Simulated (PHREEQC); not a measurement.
Dissolve 0.0011 mol CuSO4, 0.001 mol HNO3 and 0.0028 mol KCl per kg of water at 25 °C. Closed to the air; pH follows from the charge balance.

Model: ion-association model, phreeqc.dat, run in PHREEQC.

```csv
quantity,before,after
pH,3.06,3.11
ionic strength (mol/kgw),0.00767,0.00740
Cu+2 (mol/kgw),0.00100,0.000966
SO4-2 (mol/kgw),0.000934,0.000832
CuSO4 (mol/kgw),9.35e-5,0.000100
HSO4- (mol/kgw),6.01e-5,0.000147
SI of Sylvite (KCl),-6.09,-6.30
```

### Question
What was changed between the two runs?
A) diluted 100-fold with water
B) KCl from 0.0028 to 0.00056 mol/kgw
C) HNO3 from 0.001 to 0.0002 mol/kgw
D) temperature from 25 to 70 °C
E) KCl from 0.0028 to 0.028 mol/kgw

### Answer
D, temperature from 25 to 70 °C

This is a speciation only: nothing precipitates in the calculation. At this temperature some constants are extrapolated from 25 °C, and those without enthalpy data are left unchanged.
